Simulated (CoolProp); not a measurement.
Properties of fluorine along the isobar 7030 kPa.

Values from CoolProp's reference Helmholtz-energy equation of state, de Reuck 1990.

```json
[
 {"T (°C)": "-142.55", "phase": "liquid", "density (kg/m³)": "1142", "cv (kJ/(kg K))": "0.7187", "Joule-Thomson coefficient (K/MPa)": "0.1617", "isothermal compressibility (1/MPa)": "0.01047", "expansivity (1/kK)": "10.32"},
 {"T (°C)": "-129.35", "phase": "liquid", "density (kg/m³)": "934.2", "cv (kJ/(kg K))": "0.7334", "Joule-Thomson coefficient (K/MPa)": "0.9482", "isothermal compressibility (1/MPa)": "0.04367", "expansivity (1/kK)": "24.44"},
 {"T (°C)": "-116.15", "phase": "supercritical", "density (kg/m³)": "400.9", "cv (kJ/(kg K))": "0.7658", "Joule-Thomson coefficient (K/MPa)": "4.776", "isothermal compressibility (1/MPa)": "0.3468", "expansivity (1/kK)": "49.63"},
 {"T (°C)": "-102.95", "phase": "supercritical", "density (kg/m³)": "274.6", "cv (kJ/(kg K))": "0.6687", "Joule-Thomson coefficient (K/MPa)": "4.743", "isothermal compressibility (1/MPa)": "0.2159", "expansivity (1/kK)": "18.56"},
 {"T (°C)": "-89.75", "phase": "supercritical", "density (kg/m³)": "225.7", "cv (kJ/(kg K))": "0.6408", "Joule-Thomson coefficient (K/MPa)": "4.212", "isothermal compressibility (1/MPa)": "0.1838", "expansivity (1/kK)": "12.16"},
 {"T (°C)": "-76.55", "phase": "supercritical", "density (kg/m³)": "196.3", "cv (kJ/(kg K))": "0.6255", "Joule-Thomson coefficient (K/MPa)": "3.707", "isothermal compressibility (1/MPa)": "0.1691", "expansivity (1/kK)": "9.295"},
 {"T (°C)": "-63.35", "phase": "supercritical", "density (kg/m³)": "175.7", "cv (kJ/(kg K))": "0.6159", "Joule-Thomson coefficient (K/MPa)": "3.268", "isothermal compressibility (1/MPa)": "0.1608", "expansivity (1/kK)": "7.637"},
 {"T (°C)": "-50.25", "phase": "supercritical", "density (kg/m³)": "160.2", "cv (kJ/(kg K))": "0.6098", "Joule-Thomson coefficient (K/MPa)": "2.896", "isothermal compressibility (1/MPa)": "0.1556", "expansivity (1/kK)": "6.555"},
 {"T (°C)": "-37.05", "phase": "supercritical", "density (kg/m³)": "147.7", "cv (kJ/(kg K))": "0.6063", "Joule-Thomson coefficient (K/MPa)": "2.575", "isothermal compressibility (1/MPa)": "0.1520", "expansivity (1/kK)": "5.778"},
 {"T (°C)": "-23.85", "phase": "supercritical", "density (kg/m³)": "137.4", "cv (kJ/(kg K))": "0.6049", "Joule-Thomson coefficient (K/MPa)": "2.302", "isothermal compressibility (1/MPa)": "0.1495", "expansivity (1/kK)": "5.194"},
 {"T (°C)": "-10.65", "phase": "supercritical", "density (kg/m³)": "128.7", "cv (kJ/(kg K))": "0.6051", "Joule-Thomson coefficient (K/MPa)": "2.070", "isothermal compressibility (1/MPa)": "0.1476", "expansivity (1/kK)": "4.738"},
 {"T (°C)": "2.55", "phase": "supercritical", "density (kg/m³)": "121.2", "cv (kJ/(kg K))": "0.6066", "Joule-Thomson coefficient (K/MPa)": "1.871", "isothermal compressibility (1/MPa)": "0.1462", "expansivity (1/kK)": "4.370"}
]
```
